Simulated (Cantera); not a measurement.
Charge: 1 mol BF3, 4.6 mol H2, 0.37 mol N2, 2.5 mol H2O, equilibrated at 2273 K and 0.000530 bar.

These are equilibrium values from Cantera (NASA tables, ideal gas, pure condensed phases), not measurements of a reactor. Rates play no part.

```
species    before     after
-------  --------  --------
HF          0.209     0.331
H2O         0.106     0.146
H2          0.332     0.138
H           0.210     0.136
O         0.00452    0.0150
OH         0.0104    0.0223
BOF        0.0703     0.119
N2         0.0343    0.0551
HBO2       0.0153    0.0225
O2       0.000604   0.00669
NO       0.000166  0.000700
F        0.000144  0.000354
BO2       0.00180   0.00413
HBO      0.000612  0.000271
B2O3     0.000336  0.000531
```
Gas species are given as mole fractions.

Problem. Which change was made?
A) temperature from 2273 K to 1423 K
B) H2 from 4.6 to 1.1 mol
C) H2O from 2.5 to 3.1 mol
D) pressure from 0.000530 bar to 0.100 bar

Solution. B, H2 from 4.6 to 1.1 mol
